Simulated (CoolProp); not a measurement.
Values from CoolProp's reference Helmholtz-energy equation of state, Zhou 2016.

Question: Give the vapour pressure (bar), liquid density (kg/m³), vapour density (kg/m³), liquid cp (kJ/(kg K)) of saturated R245ca at -23.55 °C.

Answer: 
```json
[
 {"T (°C)": "-23.55", "p (bar)": "0.0960", "liquid density (kg/m³)": "1500", "vapour density (kg/m³)": "0.624", "liquid cp (kJ/(kg K))": "1.33"}
]
```
